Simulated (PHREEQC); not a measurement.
**Acid rinse or clean: an equilibrium model**

Dissolve 0.28 mol HBr and 0.00044 mol CaCl2 per kg of water at 25 °C. Closed to the air; pH follows from the charge balance.

The numbers come from PHREEQC with the ion-association model, wateq4f.dat.

The pH is 0.66 and the ionic strength is 0.281 mol/kgw. The activity of water comes out as 0.990 and the total alkalinity is -280 meq/kg.

```
species  molality  activity   log γ
-------  --------  --------  ------
H+          0.280     0.220  -0.105
Br-         0.280     0.206  -0.134
Cl-      0.000880  0.000603  -0.164
Ca+2     0.000440  0.000129  -0.532
```

No solid was allowed to form.
